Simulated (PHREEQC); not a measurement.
0.01 mol of Fluorite (CaF2) is brought to equilibrium with 1 kg of water holding 0.1 mol NaCl, at 20 °C, the pH being set by adding NaOH or HCl. O2 is buffered at 0.21 atm. No CO2 enters from the air. Only these solids could form: Fluorite, Portlandite.

Model: ion-association model, wateq4f.dat, run in PHREEQC.

Predict CaOH+ (mol/kgw), HF (mol/kgw) at pH = 4, 5.5, 8.5, 9.25, 10.


```tsv
pH	CaOH+ (mol/kgw)	HF (mol/kgw)
4	2.56e-13	5.65e-5
5.5	7.61e-12	1.84e-6
8.5	7.60e-9	1.84e-9
9.25	4.27e-8	3.28e-10
10	2.40e-7	5.83e-11
```
